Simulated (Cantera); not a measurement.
Charge: 1 mol SiCl4, 0.03 mol CH4, 480 mol H2, equilibrated at 2373.15 K and 1.70 mbar.

Method: chemical equilibrium by Gibbs-energy minimisation in Cantera with the NASA 1993 tables (ideal gas, pure condensed phases). Candidate condensed phases: C, C6H6, C7H8, C8H18, Si, SiC; 109 gas species. Equilibrium is a limit: real reactors are often held back by kinetics, nucleation or transport.

Base state: H2 0.706, H 0.285, HCl 0.00550, Si 0.00175, Cl 0.00159, C2H2 (acetylene) 2.36e-5, SiH 1.96e-5 (mole fractions); condensed: gas only.

Question: What changes in the equilibrium state with this change: pressure from 1.70 mbar to 10.0 mbar?

Answer: 
```
species            before     after
----------------  -------  --------
H2                  0.706     0.861
H                   0.285     0.130
HCl               0.00550   0.00698
Si                0.00175   0.00186
SiH               1.96e-5   5.58e-5
Cl                0.00159  0.000752
C2H2 (acetylene)  2.36e-5   2.64e-5
```

Question: What changes in the equilibrium state with this change: temperature from 2373.15 K to 1848 K?

Answer: 
```csv
species,before,after
H2,0.706,0.977
H,0.285,0.0127
HCl,0.00550,0.00794
Si,0.00175,0.00174
SiCl2,1.20e-7,8.82e-5
Si2C,1.27e-7,2.37e-5
SiH2,7.59e-7,1.92e-5
"SiC(s), mol",0,0.0173
```
The tables' values for SiCl are old estimates; treat these amounts as uncertain. Gases not in the tables: Si2H6 and higher silanes.

Question: What changes in the equilibrium state with this change: temperature from 2373.15 K to 1323.15 K?

Answer: 
```csv
species,before,after
H2,0.706,0.992
HCl,0.00550,0.00795
SiCl2,1.20e-7,0.000174
H,0.285,3.84e-5
Si,0.00175,5.24e-8
C2H2 (acetylene),2.36e-5,<1e-9
"Si(s), mol",0,0.886
"SiC(s), mol",0,0.0300
```
Mutual solubility and eutectic melting of coexisting phases are not modelled.
